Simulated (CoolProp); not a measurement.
Vapour-liquid equilibrium of CH2F2 (R32) (1) + R125 (2) at 0.0633 MPa; x and y are mole fractions of (1).

Model: multi-fluid Helmholtz-energy mixture model, Tillner-Roth 1997 and Lemmon 2005; pair parameters Lemmon 2004, in CoolProp.

```csv
x,"bubble temperature, mixture model (°C)","bubble temperature, Raoult's law (°C)","y, mixture model","y, Raoult's law"
0.05,-57.5,-57.4,0.064,0.059
0.15,-58.0,-57.7,0.187,0.174
0.25,-58.6,-58.1,0.302,0.285
0.35,-59.1,-58.4,0.408,0.392
0.45,-59.5,-58.8,0.506,0.494
0.55,-59.9,-59.1,0.598,0.594
0.65,-60.1,-59.4,0.685,0.690
0.75,-60.4,-59.7,0.770,0.782
0.85,-60.5,-60.0,0.856,0.871
0.95,-60.5,-60.3,0.948,0.958
```

The largest gap from Raoult's law is -0.8 K in bubble temperature, at x = 0.55. y crosses x between x = 0.85 and 0.95: the model has an azeotrope there.

The pair parameters rest on a limited set of measurements; away from them the model extrapolates.
